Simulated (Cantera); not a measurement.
A Cantera script and what it prints.

```python
import numpy as np
import cantera as ct

gas_names = """
    H HNO HNO2 HNO3 HO2 H2 H2O H2O2 N NH NH2 NH3 NH2OH NO NO2 NO3 N2 N2H2 N2H4 N2O O OH O2 O3 Si SiH
    SiH2 SiH3 SiH4 SiN SiO SiO2 Si2 Si2N Si3
""".split()
cond_names = """
    H2O(s) H2O(L) Si(cr) Si(L) SiO2(Lqz) SiO2(hqz) SiO2(L) Si2N2O(s) Si3N4(a)
""".split()


def load(file, names, dense=False):
    # The tables refer to 1 bar. Condensed volumes are neglected.
    table = {s.name: s for s in ct.Species.list_from_file(file)}
    out = []
    for n in names:
        d = dict(table[n].input_data)
        d["thermo"] = dict(d["thermo"], **{"reference-pressure": 1e5})
        if dense:
            d["equation-of-state"] = {"model": "constant-volume", "density": "1e6 g/cm^3"}
        out.append(ct.Species.from_dict(d))
    return out


gas = ct.Solution(thermo="ideal-gas", species=load("nasa_gas.yaml", gas_names))
cond = {s.name: ct.Solution(thermo="fixed-stoichiometry", species=[s], name=s.name)
        for s in load("nasa_condensed.yaml", cond_names, dense=True)}
atoms = {
    'Si': {'Si': 1},
    'H2O': {'H': 2, 'O': 1},
    'N2': {'N': 2},
}
top_T = {'Si2N2O(s)': 2100, 'Si3N4(a)': 2400}  # K; cautious upper limits of use, not melting points


def equilibrate(T, P, feed):
    n = {}
    for name, mol in feed.items():
        for a, k in atoms[name].items():
            n[a] = n.get(a, 0.0) + k * mol
    gas.TPX = T, P, n
    mass = sum(n.values()) * gas.mean_molecular_weight
    gas.equilibrate("TP")
    valid = [c for c in cond.values() if c.min_temp <= T <= top_T.get(c.name, c.max_temp)]
    mix = ct.Mixture([(gas, mass / gas.mean_molecular_weight)] + [(c, 0.0) for c in valid])
    mix.T, mix.P = T, P
    mix.equilibrate("TP", solver="vcs", rtol=1e-11, max_steps=5000)
    return mix


results = []
feed = {'Si': 1, 'H2O': 0.12, 'N2': 26}  # mol
P = 240  # Pa
for T in [750, 900, 1050, 1200, 1350, 1500, 1650, 1800, 1950]:
    mix = equilibrate(T, P, feed)
    results.append((T, P, feed, dict(zip(mix.species_names, mix.species_moles))))

top = {s: max(r[3][s] / sum(r[3][g] for g in gas_names) for r in results) for s in gas_names}
cols = sorted((s for s in top if top[s] > 0.0001), key=lambda s: -top[s])[:5]
seen = [c for c in cond_names if any(r[3].get(c, 0) > 1e-12 for r in results)]
print("log10 of partial pressures in bar; condensed amounts in mol")
print(f"{'T/K':>10s}" + "".join(f"{s[:9]:>10s}" for s in cols + seen))
for T, P, feed, n in results:
    ng = sum(n[g] for g in gas_names)
    print(f"{T:10.4g}" + "".join(f"{np.log10(max(n[s] / ng * P / 1e5, 1e-99)):10.3f}" for s in cols)
          + "".join(f"{n.get(c, 0):10.4g}" for c in seen))
```

Output:

```
log10 of partial pressures in bar; condensed amounts in mol
       T/K        N2        Si        H2       SiO         H     Si(L) Si2N2O(s)  Si3N4(a)
       750    -2.622   -33.342    -4.947   -27.042   -14.973         0      0.12    0.2533
       900    -2.622   -25.240    -4.947   -20.190   -12.406         0      0.12    0.2533
      1050    -2.622   -19.463    -4.947   -15.319   -10.564         0      0.12    0.2533
      1200    -2.622   -15.140    -4.947   -11.684    -9.178         0      0.12    0.2533
      1350    -2.622   -11.787    -4.947    -8.870    -8.096         0      0.12    0.2533
      1500    -2.622    -9.113    -4.948    -6.630    -7.229         0    0.1175    0.2542
      1650    -2.624    -6.930    -4.956    -4.950    -6.520         0         0    0.2929
      1800    -2.624    -5.498    -4.984    -4.960    -5.938    0.8414         0         0
      1950    -2.629    -4.623    -5.041    -4.964    -5.461    0.5957         0         0
```

Cantera equilibrium calculation (NASA polynomials, part measured and part estimated; ideal gas, pure solids and liquids). N2 is the only nitrogen source here; it is nearly inert below about 1500 K, so the nitride shown seldom forms there in practice. Mutual solubility and eutectic melting of coexisting phases are not modelled. The tables' values for SiN are old estimates; treat these amounts as uncertain.
